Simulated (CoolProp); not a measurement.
A simple Rankine cycle with R21: condensing at 313.15 K, boiler at 3.02 MPa, turbine inlet 422.5 K, turbine efficiency 0.85, pump efficiency 0.8, no recuperator. Each further row changes one setting.

Computed with CoolProp (reference Helmholtz-energy equation of state, Platzer 1990). This equation is an older, rougher fit; its heat capacities, sound speeds and derivatives of the liquid may be far off and weren't checked against measurements.

```json
[
 {"case": "as stated", "thermal efficiency (%)": "16.7", "net work (kJ/kg)": "42.6", "heat in (kJ/kg)": "256", "turbine exit temperature (K)": "313.1", "volume ratio over the turbine": "10.2"},
 {"case": "turbine inlet 442.5 K", "thermal efficiency (%)": "17.2", "net work (kJ/kg)": "___", "heat in (kJ/kg)": "___", "turbine exit temperature (K)": "325.6", "volume ratio over the turbine": "9.55"},
 {"case": "condensing temperature 305.15 K", "thermal efficiency (%)": "___", "net work (kJ/kg)": "___", "heat in (kJ/kg)": "___", "turbine exit temperature (K)": "305.1", "volume ratio over the turbine": "12.9"},
 {"case": "boiler pressure 2.11 MPa", "thermal efficiency (%)": "___", "net work (kJ/kg)": "41.4", "heat in (kJ/kg)": "___", "turbine exit temperature (K)": "328.4", "volume ratio over the turbine": "___"},
 {"case": "turbine efficiency 0.75", "thermal efficiency (%)": "14.6", "net work (kJ/kg)": "37.3", "heat in (kJ/kg)": "256", "turbine exit temperature (K)": "313.1", "volume ratio over the turbine": "10.4"}
]
```

### Question
Fill in the missing entries.

### Answer

- turbine inlet 442.5 K, net work (kJ/kg): 47.7
- turbine inlet 442.5 K, heat in (kJ/kg): 277
- condensing temperature 305.15 K, thermal efficiency (%): 17.9
- condensing temperature 305.15 K, net work (kJ/kg): 47.2
- condensing temperature 305.15 K, heat in (kJ/kg): 264
- boiler pressure 2.11 MPa, thermal efficiency (%): 15.2
- boiler pressure 2.11 MPa, heat in (kJ/kg): 273
- boiler pressure 2.11 MPa, volume ratio over the turbine: 6.56

The expansion ends wet for: as stated; condensing temperature 305.15 K; turbine efficiency 0.75.
